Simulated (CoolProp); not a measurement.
Vapour-liquid equilibrium of R134a (1) + R123 (2) at 44.85 °C; x and y are mole fractions of (1).

Model: multi-fluid Helmholtz-energy mixture model, Tillner-Roth 1994 and Younglove 1994; pair parameters Bell 2016, in CoolProp.

Task: Give the bubble pressure and the first vapour's composition at x = 0.275, 0.425, 0.8. Is there an azeotrope?

Result: x = 0.275: 0.4858 MPa, y = 0.694; x = 0.425: 0.6337 MPa, y = 0.798; x = 0.8: 0.9657 MPa, y = 0.936. No azeotrope shows between x = 0.05 and 0.95.

Pair parameters are fitted to limited data, so mixtures are less certain than the pure fluids.
